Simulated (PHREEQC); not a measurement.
Dissolve 0.075 mol/kgw ZnCl2, 3.9e-05 mol/kgw NaOH and 0.00025 mol/kgw FeSO4 at 25 °C. Closed to the air; pH follows from the charge balance.

Equilibrium calculation in PHREEQC: ion-association model, wateq4f.dat.

```tsv
quantity	before	after
pH	5.63	5.70
ionic strength (mol/kgw)	0.207	0.217
Zn+2 (mol/kgw)	0.0661	0.0710
ZnCl+ (mol/kgw)	0.00802	0.00353
ZnCl2 (mol/kgw)	0.000571	0.000241
Fe+2 (mol/kgw)	0.000235	0.000235
SI of Zincite(c) (ZnO)	-1.55	-2.53
```

### Question
Name the change that produced these shifts.
A) temperature from 25 to 5 °C
B) diluted 10-fold with water
C) ZnCl2 from 0.075 to 0.112 mol/kgw
D) NaOH replaced by NaF at the same molality
E) diluted 5-fold with water

### Answer
A, temperature from 25 to 5 °C

No solid was allowed to form. Away from 25 °C the constants follow the database's enthalpies or fits; those with neither stay at their 25 °C values.
